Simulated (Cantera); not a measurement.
Input (Python, Cantera) and output of one run.

```python
import numpy as np
import cantera as ct

gas_names = """
    N2 NO
""".split()
cond_names = """
    SrO(s) SrO(L) Sr(a) Sr(b) Sr(L)
""".split()


# ... load() reads the species with a 1 bar reference pressure and builds the phases ...
species = {s.name: s for s in load("nasa_gas.yaml", gas_names) + load("nasa_condensed.yaml", cond_names)}
# Each term lists the table entries of one substance; the one whose range holds T is used.
reactions = {
    'N2(g) + 2 SrO = 2 NO(g) + 2 Sr':
        [(-1, ['N2']), (-2, ['SrO(s)', 'SrO(L)']), (2, ['NO']), (2, ['Sr(a)', 'Sr(b)', 'Sr(L)'])],
}


def pick(names, T):
    return next(species[n] for n in names if species[n].thermo.min_temp <= T <= species[n].thermo.max_temp)


results = []
for label, terms in reactions.items():
    print(label)
    print("     T/K   dH/kJ  dS/(J/K)   dG/kJ   log10 K")
    for T in [300, 350, 400, 450, 500, 550, 600, 650, 700]:
        used = [(nu, pick(names, T)) for nu, names in terms]
        dH = sum(nu * s.thermo.h(T) for nu, s in used) / 1e6
        dS = sum(nu * s.thermo.s(T) for nu, s in used) / 1e3
        dG = dH - T * dS / 1e3
        logK = -dG * 1e6 / (ct.gas_constant * T * np.log(10))
        results.append((label, T, dH, dS, dG, logK, [s.name for _, s in used]))
        print(f"{T:8g} {dH:8.1f} {dS:8.1f} {dG:8.1f} {logK:8.2f}")
```

Output:

```
N2(g) + 2 SrO = 2 NO(g) + 2 Sr
     T/K   dH/kJ  dS/(J/K)   dG/kJ   log10 K
     300   1366.6    228.8   1298.0  -225.99
     350   1366.2    227.6   1286.6  -192.01
     400   1365.7    226.3   1275.2  -166.52
     450   1365.2    225.0   1263.9  -146.71
     500   1364.6    223.7   1252.7  -130.87
     550   1363.9    222.5   1241.6  -117.91
     600   1363.3    221.4   1230.5  -107.12
     650   1362.6    220.3   1219.4   -97.99
     700   1362.0    219.4   1208.4   -90.17
```

Standard-state values (1 bar) from the NASA 1993 polynomials, evaluated with Cantera. Condensed species are held in their standard states even where they would react or evaporate.
